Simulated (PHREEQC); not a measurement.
**Reverse-osmosis permeate: speciation**

A made-up water analysis in mg/L, 88 °C, pH 6.87, pe 9.6: Na 6.07; K 1.57; Ca 4.18; Mg 0.463; Cl 6.36; S(6) as SO4 14.3; Alkalinity as HCO3 3.76; Zn 0.711.

Valence states are taken as typed.

Model: ion-association model, phreeqc.dat, run in PHREEQC.

No solid was allowed to form.

Task: What specific conductance does the model give?

Result: specific conductance 188 µS/cm.

Task: In which forms is S present?

Result: SO4-2 97 %, CaSO4 1.9 %, MgSO4 1.1 % of the S.

Complexes and solids missing from the database can't appear. At this temperature some constants are extrapolated from 25 °C, and those without enthalpy data are left unchanged.
